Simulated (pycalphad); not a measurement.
# Freezing of Hf-B alloys with rising B

Computed with pycalphad from the COST 507 light-alloy database (1999), at 1 atm. The data set is of 1999 and partly superseded. Phase fractions are per mole of atoms.

Scheil-Gulliver runs (no diffusion in the solid, steps of 4 K) beside full equilibrium.

```
alloy             liquidus (K)  Scheil, half solid (K)  Scheil, 80 % solid (K)  Scheil, invariant end (K)  liquid left at that end  equilibrium solidus (K)
----------------  ------------  ----------------------  ----------------------  -------------------------  -----------------------  -----------------------
Hf-19.18B (at.%)          2289    at the invariant end    at the invariant end                       2154                     0.88                     2154
Hf-57.53B (at.%)             ?                       ?                       ?                       2154                        ?                        ?
Hf-76.7B (at.%)           3553                    3243    at the invariant end                       2338                     0.31                     2338
```

**Question.** Complete the blanks.

**Answer.** 
- Hf-57.53B (at.%), liquidus (K): 3576
- Hf-57.53B (at.%), Scheil, half solid (K): 3371
- Hf-57.53B (at.%), Scheil, 80 % solid (K): 2359
- Hf-57.53B (at.%), liquid left at that end: 0.16
- Hf-57.53B (at.%), equilibrium solidus (K): 2377
